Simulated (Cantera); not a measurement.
Feed: 1 mol Fe(CO)5, 0.015 mol O2, 0.16 mol N2, at 973.15 K and 2700 Torr.

Cantera equilibrium calculation (NASA polynomials, part measured and part estimated; ideal gas, pure solids and liquids). Candidate condensed phases: C, Fe, Fe(CO)5, FeO, Fe2O3, Fe3O4; 27 gas species. The tables' stoichiometric FeO is somewhat more stable than real wüstite, so its field is too wide. FeO: taken at fixed stoichiometry. The numbers say what is thermodynamically allowed, not how fast it happens.

Base state: CO2 0.550, CO 0.391, N2 0.0592 (mole fractions); condensed: C(graphite) + FeO(s).

Question: What changes in the equilibrium state with this change: temperature from 973.15 K to 1098 K?

Answer: 
```json
[
 {"species": "CO", "before": "0.391", "after": "0.763"},
 {"species": "CO2", "before": "0.550", "after": "0.191"},
 {"species": "N2", "before": "0.0592", "after": "0.0455"},
 {"species": "C(graphite), mol", "before": "2.46", "after": "1.64"},
 {"species": "FeO(s), mol", "before": "1.00", "after": "1.00"}
]
```
